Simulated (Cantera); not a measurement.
Charge: 1 mol TEOS, 2 mol NO, equilibrated at 2023.15 K and 1.00 bar.

Equilibrium computed with Cantera from the NASA thermochemical tables; the gas is ideal and each condensed phase is pure. Candidate condensed phases: C, C6H6, C7H8, C8H18, H2O, Si, SiC, SiO2, Si2N2O, Si3N4; 151 gas species. The feed counts by its element totals alone. Rates play no part.

Base state: H2 0.585, CO 0.349, N2 0.0572, SiO 0.00343, HCN 0.00295, H 0.00145, C2H2 (acetylene) 0.000523, HNC 0.000175 (mole fractions); condensed: C(graphite) + SiC(s).

Problem. What changes in the equilibrium state with this change: temperature from 2023.15 K to 1923.15 K?

Solution. 
| species | before | after |
|---|---|---|
| H2 | 0.585 | 0.586 |
| CO | 0.349 | 0.350 |
| N2 | 0.0572 | 0.0578 |
| HCN | 0.00295 | 0.00198 |
| SiO | 0.00343 | 0.00271 |
| H | 0.00145 | 0.000722 |
| C2H2 (acetylene) | 0.000523 | 0.000265 |
| C(graphite), mol | 1.04 | 1.05 |
| SiC(s), mol | 0.941 | 0.954 |
